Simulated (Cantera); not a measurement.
Cantera run:

```python
import numpy as np
import cantera as ct

gas_names = """
    C CO CO2 C2 C2O C3 C3O2 C4 C5 Cu CuO Cu2 O O2 O3
""".split()
cond_names = """
    C(gr) Cu(cr) Cu(L) CuO(s) Cu2O(s) Cu2O(L)
""".split()


def load(file, names, dense=False):
    # The tables refer to 1 bar. Condensed volumes are neglected.
    table = {s.name: s for s in ct.Species.list_from_file(file)}
    out = []
    for n in names:
        d = dict(table[n].input_data)
        d["thermo"] = dict(d["thermo"], **{"reference-pressure": 1e5})
        if dense:
            d["equation-of-state"] = {"model": "constant-volume", "density": "1e6 g/cm^3"}
        out.append(ct.Species.from_dict(d))
    return out


gas = ct.Solution(thermo="ideal-gas", species=load("nasa_gas.yaml", gas_names))
cond = {s.name: ct.Solution(thermo="fixed-stoichiometry", species=[s], name=s.name)
        for s in load("nasa_condensed.yaml", cond_names, dense=True)}
atoms = {
    'CuO': {'Cu': 1, 'O': 1},
    'CO': {'C': 1, 'O': 1},
}
top_T = {'C(gr)': 4500, 'CuO(s)': 1390}  # K; cautious upper limits of use, not melting points


def equilibrate(T, P, feed):
    n = {}
    for name, mol in feed.items():
        for a, k in atoms[name].items():
            n[a] = n.get(a, 0.0) + k * mol
    gas.TPX = T, P, n
    mass = sum(n.values()) * gas.mean_molecular_weight
    gas.equilibrate("TP")
    valid = [c for c in cond.values() if c.min_temp <= T <= top_T.get(c.name, c.max_temp)]
    mix = ct.Mixture([(gas, mass / gas.mean_molecular_weight)] + [(c, 0.0) for c in valid])
    mix.T, mix.P = T, P
    mix.equilibrate("TP", solver="vcs", rtol=1e-11, max_steps=5000)
    return mix


results = []
T = 850  # K
P = 1300  # Pa
for m in [1.1, 1.3, 1.6, 1.9, 2.3, 2.8, 3.3, 4, 4.8, 5.7, 6.9]:
    feed = {'CuO': 1, 'CO': m}  # mol
    mix = equilibrate(T, P, feed)
    results.append((T, P, feed, dict(zip(mix.species_names, mix.species_moles))))
    x = sorted(zip(gas.X, gas.species_names), reverse=True)
    print(f"T = {T:g} K  P = {P:g} Pa  n(CO) = {m:g} mol  gas = {mix.phase_moles(0):.4g} mol")
    print("   x: " + "  ".join(f"{s} {v:.3e}" for v, s in x if v > 1e-05))
    print("   condensed (mol): " + ("  ".join(f"{mix.phase(i).name} {mix.phase_moles(i):.4g}"
          for i in range(1, mix.n_phases) if mix.phase_moles(i) > 1e-12) or "none"))
```

It prints:

```
T = 850 K  P = 1300 Pa  n(CO) = 1.1 mol  gas = 1.1 mol
   x: CO2 9.091e-01  CO 9.091e-02
   condensed (mol): Cu(cr) 1
T = 850 K  P = 1300 Pa  n(CO) = 1.3 mol  gas = 1.3 mol
   x: CO2 7.692e-01  CO 2.308e-01
   condensed (mol): Cu(cr) 1
T = 850 K  P = 1300 Pa  n(CO) = 1.6 mol  gas = 1.6 mol
   x: CO2 6.250e-01  CO 3.750e-01
   condensed (mol): Cu(cr) 1
T = 850 K  P = 1300 Pa  n(CO) = 1.9 mol  gas = 1.9 mol
   x: CO2 5.263e-01  CO 4.737e-01
   condensed (mol): Cu(cr) 1
T = 850 K  P = 1300 Pa  n(CO) = 2.3 mol  gas = 2.3 mol
   x: CO 5.652e-01  CO2 4.348e-01
   condensed (mol): Cu(cr) 1
T = 850 K  P = 1300 Pa  n(CO) = 2.8 mol  gas = 2.8 mol
   x: CO 6.429e-01  CO2 3.571e-01
   condensed (mol): Cu(cr) 1
T = 850 K  P = 1300 Pa  n(CO) = 3.3 mol  gas = 3.3 mol
   x: CO 6.970e-01  CO2 3.030e-01
   condensed (mol): Cu(cr) 1
T = 850 K  P = 1300 Pa  n(CO) = 4 mol  gas = 4 mol
   x: CO 7.500e-01  CO2 2.500e-01
   condensed (mol): Cu(cr) 1
T = 850 K  P = 1300 Pa  n(CO) = 4.8 mol  gas = 4.8 mol
   x: CO 7.917e-01  CO2 2.083e-01
   condensed (mol): Cu(cr) 1
T = 850 K  P = 1300 Pa  n(CO) = 5.7 mol  gas = 5.651 mol
   x: CO 8.143e-01  CO2 1.857e-01
   condensed (mol): C(gr) 0.04932  Cu(cr) 1
T = 850 K  P = 1300 Pa  n(CO) = 6.9 mol  gas = 6.663 mol
   x: CO 8.143e-01  CO2 1.857e-01
   condensed (mol): C(gr) 0.2373  Cu(cr) 1
```

These are equilibrium values from Cantera (NASA tables, ideal gas, pure condensed phases), not measurements of a reactor.
